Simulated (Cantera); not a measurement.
A closed system holds: 1 mol C₆H₆, 0.25 mol CO₂, held at 47.0 Pa.

These are equilibrium values from Cantera (NASA tables, ideal gas, pure condensed phases), not measurements of a reactor. Candidate condensed phases: C, C₆H₆, C₇H₈, C₈H₁₈, H₂O; 110 gas species. The numbers say what is thermodynamically allowed, not how fast it happens.

x: gas mole fraction; n: condensed amount in mol.

```csv
T (K),x H₂,x H,x CO,x C₂H₂ (acetylene),n C(graphite)
1423,0.857,0.000284,0.143,…,5.75
1523,0.856,0.000986,0.143,…,5.75
1623,0.854,0.00295,0.143,…,5.75
1723,0.850,0.00775,0.142,…,5.75
1823,0.840,0.0183,0.142,…,5.75
1923,0.820,0.0394,0.140,…,5.75
2023,0.784,0.0776,0.137,…,5.74
2123,0.725,0.141,0.133,…,5.74
2223,0.636,0.236,0.126,…,5.73
```

Question: Some entries are withheld; supply them.

Answer: 
- 1423, x C₂H₂ (acetylene): 2.94e-6
- 1523, x C₂H₂ (acetylene): 1.01e-5
- 1623, x C₂H₂ (acetylene): 2.98e-5
- 1723, x C₂H₂ (acetylene): 7.69e-5
- 1823, x C₂H₂ (acetylene): 0.000178
- 1923, x C₂H₂ (acetylene): 0.000370
- 2023, x C₂H₂ (acetylene): 0.000701
- 2123, x C₂H₂ (acetylene): 0.00120
- 2223, x C₂H₂ (acetylene): 0.00185
